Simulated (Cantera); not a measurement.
A perfectly stirred reactor is fed with 9.62 % C₂H₆, 90.4 % H₂, at 1.65 Torr; it is held at 1573 K, and followed from long to short residence time.

Cantera simulation using GRI-Mech 3.0 (53 species, 325 reactions); the numbers are that mechanism's predictions, not measurements. GRI-Mech 3.0 stops at C3 and has no aromatics, soot or wall deposition, so with more carbon than oxygen in the feed, carbon stays in small species such as C2H2 where larger ones or solid carbon would form. Radical loss at walls, strong at low pressure, is not modelled.

Task: Predict: x(C₂H₆) at τ = 1.90 s; x(H₂) at τ = 1.90 s; x(C₂H) at τ = 1.90 s; x(CH₄) at τ = 1.90 s; x(CH₃) at τ = 1.90 s; x(C₂H₆) at τ = 0.110 s; x(H₂) at τ = 0.110 s; x(C₂H) at τ = 0.110 s; x(CH₄) at τ = 0.110 s; x(CH₃) at τ = 0.110 s.

Result: 
```json
{
 "x(C₂H₆) at τ = 1.90 s": "0.000147",
 "x(H₂) at τ = 1.90 s": "0.888",
 "x(C₂H) at τ = 1.90 s": "2.65e-7",
 "x(CH₄) at τ = 1.90 s": "0.0494",
 "x(CH₃) at τ = 1.90 s": "0.00159",
 "x(C₂H₆) at τ = 0.110 s": "0.00182",
 "x(H₂) at τ = 0.110 s": "0.863",
 "x(C₂H) at τ = 0.110 s": "2.26e-7",
 "x(CH₄) at τ = 0.110 s": "0.0876",
 "x(CH₃) at τ = 0.110 s": "0.00442"
}
```
